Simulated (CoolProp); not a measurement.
Vapour-liquid equilibrium of R125 (1) + dimethyl ether (2) at 276.1 K; x and y are mole fractions of (1).

Values from CoolProp's multi-fluid Helmholtz-energy mixture model, Lemmon 2005 and Wu 2011; pair parameters Bell 2016.

```
x     bubble pressure (bar)  y at the bubble point  dew pressure at overall composition x (bar)  liquid density (mol/L)
----  ---------------------  ---------------------  -------------------------------------------  ----------------------
0.05                  3.028                  0.072                                        3.005                   14.89
0.2                   3.304                  0.286                                        3.182                   14.27
0.35                  3.696                  0.492                                        3.409                   13.67
0.5                   4.252                  0.675                                        3.716                   13.07
0.65                  5.007                  0.821                                        4.158                   12.46
0.8                   5.952                  0.924                                        4.867                   11.82
0.95                  7.003                  0.986                                        6.322                   11.13
```

No azeotrope shows between x = 0.05 and 0.95.

The pair parameters rest on a limited set of measurements; away from them the model extrapolates.
